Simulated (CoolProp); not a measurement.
Vapour-liquid equilibrium of n-perfluorobutane (1) + R365MFC (2) at 310.1 K; x and y are mole fractions of (1).

Computed with CoolProp (multi-fluid Helmholtz-energy mixture model, Gao 2022 and Lemmon 2016; pair parameters Bell 2016).

```
x      bubble pressure, mixture model (MPa)  bubble pressure, Raoult's law (MPa)  y, mixture model  y, Raoult's law
-----  ------------------------------------  -----------------------------------  ----------------  ---------------
0.05                                 0.1529                               0.1048             0.423            0.184
0.125                                0.2171                               0.1270             0.608            0.379
0.2                                  0.2575                               0.1491             0.681            0.517
0.275                                0.2835                               0.1713             0.720            0.619
0.35                                 0.3013                               0.1934             0.745            0.697
0.425                                0.3146                               0.2156             0.764            0.760
0.5                                  0.3258                               0.2378             0.782            0.811
0.575                                0.3361                               0.2599             0.799            0.853
0.65                                 0.3461                               0.2821             0.820            0.888
0.725                                0.3560                               0.3042             0.844            0.919
0.8                                  0.3657                               0.3264             0.874            0.945
0.875                                0.3746                               0.3485             0.911            0.968
0.95                                 0.3820                               0.3707             0.960            0.988
```

The largest gap from Raoult's law is +72.7 % in bubble pressure, at x = 0.2. No azeotrope shows between x = 0.05 and 0.95.

Pair parameters are fitted to limited data, so mixtures are less certain than the pure fluids. With so large a gap from Raoult's law the liquid may split in two, which this calculation doesn't test in full.
